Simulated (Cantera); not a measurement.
Ammonia decomposition in nitride growth gas

A perfectly stirred reactor is fed with 54.1 % NH₃, 45.9 % H₂, at 70.5 Torr; it is held at 1698 K, and followed from long to short residence time.

Cantera simulation using the gas-phase N/H chemistry of the illustrative SiF4/NH3 mechanism in the Surface Chemkin manual (1991); the numbers are that mechanism's predictions, not measurements. Walls and surfaces, which speed up NH3 decomposition in real reactors, are not modelled.

```json
[
 {"τ (s)": "2.2", "x NH₃": "0.442", "x H₂": "0.526", "x N": "4.82e-8", "x N₂H₄": "1.86e-8", "x NH₂": "0.000153", "x N₂": "0.0319", "x H": "7.17e-5"},
 {"τ (s)": "0.68", "x NH₃": "0.505", "x H₂": "0.483", "x N": "4.66e-8", "x N₂H₄": "2.20e-8", "x NH₂": "0.000166", "x N₂": "0.0114", "x H": "6.26e-5"},
 {"τ (s)": "0.22", "x NH₃": "0.529", "x H₂": "0.467", "x N": "4.47e-8", "x N₂H₄": "2.28e-8", "x NH₂": "0.000169", "x N₂": "0.00376", "x H": "5.90e-5"},
 {"τ (s)": "0.068", "x NH₃": "0.537", "x H₂": "0.462", "x N": "4.00e-8", "x N₂H₄": "2.16e-8", "x NH₂": "0.000164", "x N₂": "0.00108", "x H": "5.59e-5"},
 {"τ (s)": "0.022", "x NH₃": "0.540", "x H₂": "0.460", "x N": "2.82e-8", "x N₂H₄": "1.71e-8", "x NH₂": "0.000146", "x N₂": "0.000263", "x H": "4.93e-5"},
 {"τ (s)": "0.0068", "x NH₃": "0.540", "x H₂": "0.460", "x N": "7.77e-9", "x N₂H₄": "7.06e-9", "x NH₂": "9.40e-5", "x N₂": "2.87e-5", "x H": "3.16e-5"},
 {"τ (s)": "0.0021", "x NH₃": "0.540", "x H₂": "0.459", "x N": "3.93e-10", "x N₂H₄": "9.40e-10", "x NH₂": "3.43e-5", "x N₂": "9.26e-7", "x H": "1.15e-5"},
 {"τ (s)": "0.00068", "x NH₃": "0.541", "x H₂": "0.459", "x N": "1.37e-11", "x N₂H₄": "9.94e-11", "x NH₂": "1.12e-5", "x N₂": "2.54e-8", "x H": "3.77e-6"},
 {"τ (s)": "0.00021", "x NH₃": "0.541", "x H₂": "0.459", "x N": "<1e-12", "x N₂H₄": "9.17e-12", "x NH₂": "3.46e-6", "x N₂": "4.78e-10", "x H": "1.17e-6"}
]
```
x: mole fraction; the columns are a selection and need not sum to one.
